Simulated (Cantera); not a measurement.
Mixture: 12.0 % CH4, 18.5 % O2, 69.5 % N2, equivalence ratio 1.3, at 9.87 atm, adiabatic and at constant pressure. Ignition delay is the time to a rise of 400 K.

Cantera simulation using GRI-Mech 3.0 (53 species, 325 reactions); the numbers are that mechanism's predictions, not measurements.

Q: Predict: delay at 1025 K; delay at 1100 K; delay at 1175 K; delay at 1250 K; delay at 1325 K; delay at 1400 K; delay at 1475 K; apparent activation energy between 1325 and 1475 K.

A: 
| Quantity | Value |
|---|---|
| delay at 1025 K | 60.7 ms |
| delay at 1100 K | 19.9 ms |
| delay at 1175 K | 7.38 ms |
| delay at 1250 K | 2.96 ms |
| delay at 1325 K | 1.26 ms |
| delay at 1400 K | 0.568 ms |
| delay at 1475 K | 0.267 ms |
| apparent activation energy between 1325 and 1475 K | 170 kJ/mol |
